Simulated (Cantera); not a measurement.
Feed: 1 mol TiC, 1.8 mol H₂, equilibrated at 1 atm.

Equilibrium computed with Cantera from the NASA thermochemical tables; the gas is ideal and each condensed phase is pure. Candidate condensed phases: C, C₆H₆, C₇H₈, C₈H₁₈, Ti, TiC; 77 gas species. TiC: taken at fixed stoichiometry. Rates play no part. All values below are at 2398 K.

Base state: H₂ 0.984, H 0.0155, Ti 1.66e-5 (mole fractions); condensed: TiC(s).

Problem. What changes in the equilibrium state with this change: 0.0085 mol CH₄ added?

Solution. 
| species | before | after |
|---|---|---|
| H₂ | 0.984 | 0.982 |
| H | 0.0155 | 0.0155 |
| C₂H₂ (acetylene) | 5.14e-6 | 0.00225 |
| CH₄ | 4.82e-6 | 0.000100 |
| Ti | 1.66e-5 | 7.92e-7 |
| CH₃ | 1.40e-6 | 2.91e-5 |
| TiC(s), mol | 1.000 | 1.000 |
